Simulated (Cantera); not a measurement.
Low-pressure radical oxidation in H2/O2

An isothermal, constant-pressure homogeneous reactor starts with H2 : O2 = 1.3 : 1 (molar parts), at 950 K and 2500 Pa.

Cantera simulation using the H2/O2 subset of GRI-Mech 3.0, which has no nitrogen chemistry; the numbers are that mechanism's predictions, not measurements. Radical loss at walls, strong at low pressure, is not modelled. The temperature is held fixed by assumption; the heat of reaction is taken as removed at once.

```json
[
 {"t (s)": "0.000100", "x H2": "0.565", "x O2": "0.435", "x HO2": "1.07e-10", "x O": "1.26e-11", "x H": "1.26e-10", "x H2O2": "<1e-12"},
 {"t (s)": "0.000238", "x H2": "0.565", "x O2": "0.435", "x HO2": "2.64e-10", "x O": "6.06e-11", "x H": "4.98e-10", "x H2O2": "<1e-12"},
 {"t (s)": "0.000568", "x H2": "0.565", "x O2": "0.435", "x HO2": "7.99e-10", "x O": "6.86e-10", "x H": "5.34e-9", "x H2O2": "1.11e-12"},
 {"t (s)": "0.00135", "x H2": "0.565", "x O2": "0.435", "x HO2": "4.09e-8", "x O": "1.25e-7", "x H": "9.69e-7", "x H2O2": "3.96e-11"},
 {"t (s)": "0.00323", "x H2": "0.378", "x O2": "0.362", "x HO2": "1.74e-5", "x O": "0.0119", "x H": "0.106", "x H2O2": "3.20e-7"},
 {"t (s)": "0.00769", "x H2": "0.0128", "x O2": "0.216", "x HO2": "3.27e-5", "x O": "0.00204", "x H": "0.00664", "x H2O2": "2.76e-6"},
 {"t (s)": "0.0183", "x H2": "0.00210", "x O2": "0.213", "x HO2": "1.96e-5", "x O": "0.000169", "x H": "0.000118", "x H2O2": "1.99e-6"},
 {"t (s)": "0.0437", "x H2": "0.000526", "x O2": "0.212", "x HO2": "8.93e-6", "x O": "3.22e-5", "x H": "1.10e-5", "x H2O2": "1.25e-6"},
 {"t (s)": "0.104", "x H2": "0.000113", "x O2": "0.212", "x HO2": "2.71e-6", "x O": "6.48e-6", "x H": "1.16e-6", "x H2O2": "6.00e-7"},
 {"t (s)": "0.248", "x H2": "1.82e-5", "x O2": "0.212", "x HO2": "5.59e-7", "x O": "1.30e-6", "x H": "1.04e-7", "x H2O2": "2.48e-7"},
 {"t (s)": "0.591", "x H2": "2.31e-6", "x O2": "0.212", "x HO2": "1.05e-7", "x O": "3.01e-7", "x H": "9.16e-9", "x H2O2": "9.89e-8"},
 {"t (s)": "1.41", "x H2": "2.86e-7", "x O2": "0.212", "x HO2": "2.46e-8", "x O": "8.50e-8", "x H": "1.08e-9", "x H2O2": "3.93e-8"},
 {"t (s)": "3.36", "x H2": "5.71e-8", "x O2": "0.212", "x HO2": "7.90e-9", "x O": "2.86e-8", "x H": "1.90e-10", "x H2O2": "1.63e-8"},
 {"t (s)": "8.00", "x H2": "1.81e-8", "x O2": "0.212", "x HO2": "3.00e-9", "x O": "1.06e-8", "x H": "4.20e-11", "x H2O2": "6.97e-9"}
]
```
x: mole fraction; the columns are a selection and need not sum to one.

Equilibrium at this temperature and pressure: H2 1.98e-10, O2 0.212, HO2 4.51e-10, O 9.32e-11, H <1e-12, H2O2 8.24e-11 (gas phase only).
